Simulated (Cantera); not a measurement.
Input: 1 mol SiH2Cl2, 38 mol N2O, 43 mol N2, at 6.30 Pa.

Equilibrium computed with Cantera from the NASA thermochemical tables; the gas is ideal and each condensed phase is pure. Candidate condensed phases: H2O, NH4Cl, Si, SiO2, Si2N2O, Si3N4; 47 gas species. The numbers say what is thermodynamically allowed, not how fast it happens.

Question: At 577 °C, list the 6 most abundant gas species with their mole fractions, and the condensed phases.

Answer: N2 0.802, O2 0.178, HCl 0.0175, H2O 0.00113, Cl2 0.00108, Cl 0.000115. Condensed: SiO2(β-quartz).
